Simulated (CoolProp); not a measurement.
Vapour-liquid equilibrium of R141b (1) + n-pentane (2) at 449 kPa; x and y are mole fractions of (1).

Values from CoolProp's multi-fluid Helmholtz-energy mixture model, Lemmon 2006 and Thol 2019; pair parameters Bell 2016.

```
x      bubble temperature (K)  y at the bubble point  dew temperature at overall composition x (K)  liquid density (mol/L)
-----  ----------------------  ---------------------  --------------------------------------------  ----------------------
0.05                    360.0                  0.073                                         360.3                   7.734
0.125                   358.5                  0.169                                         359.1                   7.856
0.2                     357.3                  0.251                                         358.0                   7.979
0.275                   356.4                  0.326                                         357.0                   8.104
0.35                    355.7                  0.395                                         356.2                   8.233
0.425                   355.2                  0.461                                         355.5                   8.365
0.5                     354.9                  0.524                                         355.0                   8.501
0.575                   354.6                  0.588                                         354.7                   8.642
0.65                    354.5                  0.653                                         354.5                   8.787
0.725                   354.6                  0.720                                         354.6                   8.937
0.8                     354.7                  0.790                                         354.7                   9.091
0.875                   355.0                  0.864                                         355.0                   9.250
0.95                    355.3                  0.944                                         355.4                   9.413
```

y crosses x between x = 0.65 and 0.725: the model has an azeotrope there.

The pair parameters rest on a limited set of measurements; away from them the model extrapolates.
